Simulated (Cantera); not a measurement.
An isothermal, constant-pressure homogeneous reactor starts with 0.687 % CO, 3.91 % O2, 0.0258 % H2O, 95.4 % N2, equivalence ratio 0.088, at 898 K and 6750 Torr.

Detailed kinetics in Cantera: GRI-Mech 3.0 (53 species, 325 reactions).

Problem. Predict: x(CO) at 30.0 s; x(O2) at 30.0 s; x(H2O) at 30.0 s; x(H2) at 30.0 s.

Solution. 
* **x(CO) at 30.0 s**: 0.00649 (gas-phase equilibrium <1e-12)
* **x(O2) at 30.0 s**: 0.0389 (gas-phase equilibrium 0.0358)
* **x(H2O) at 30.0 s**: 0.000258 (gas-phase equilibrium 0.000258)
* **x(H2) at 30.0 s**: 5.96e-9 (gas-phase equilibrium <1e-12)
